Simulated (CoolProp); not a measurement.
R245ca along the isotherm 450 K: fugacity coefficient from the reference equation and from simpler models built on Tc = 447.6 K, pc = 3.941 MPa, ω = 0.355; each cubic takes its own stable root.

Values from CoolProp's reference Helmholtz-energy equation of state, Zhou 2016.

```tsv
p (MPa)	phase	reference	Redlich-Kwong	Soave-Redlich-Kwong
0.179	gas	0.9843	0.9848	0.9849
0.358	gas	0.9688	0.9697	0.9698
0.537	gas	0.9534	0.9547	0.9548
0.716	gas	0.9381	0.9397	0.9399
0.896	gas	0.9228	0.9248	0.9250
1.07	gas	0.9081	0.9104	0.9107
1.25	gas	0.8930	0.8955	0.8959
1.43	gas	0.8779	0.8808	0.8812
1.61	gas	0.8630	0.8661	0.8665
1.79	gas	0.8480	0.8514	0.8519
1.97	gas	0.8331	0.8368	0.8373
```
